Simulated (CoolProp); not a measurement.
Saturated liquid density (kg/m³) of R1234ze(E): the reference equation beside estimates from Tc = 382.5 K, pc = 3.635 MPa, ω = 0.313. Rackett uses Z = 0.29056 − 0.08775 ω.

Values from CoolProp's reference Helmholtz-energy equation of state, Thol 2016.

```tsv
T (K)	reference	Rackett	van der Waals	Redlich-Kwong	Soave-Redlich-Kwong	Peng-Robinson
282.2	1213	1232	718.5	1033	1090	1235
286.2	1201	1219	711.1	1020	1077	1221
290.2	1189	1206	703.6	1006	1064	1207
294.2	1176	1192	695.8	992.5	1050	1191
298.2	1163	1179	687.9	978.3	1036	1176
302.2	1150	1165	679.7	963.6	1022	1159
306.2	1136	1150	671.3	948.5	1006	1142
310.2	1122	1136	662.7	933.0	990.7	1125
314.2	1108	1121	653.9	917.0	974.4	1106
318.2	1093	1105	644.7	900.5	957.5	1087
322.2	1078	1089	635.3	883.4	939.9	1067
326.2	1062	1073	625.5	865.8	921.5	1046
```

Absolute difference from the reference over all 12 rows, mean and median: Rackett 1.3 and 1.3 %, van der Waals 40.9 and 40.9 %, Redlich-Kwong 16.5 and 16.4 %, Soave-Redlich-Kwong 11.4 and 11.3 %, Peng-Robinson 1.0 and 1.1 %.
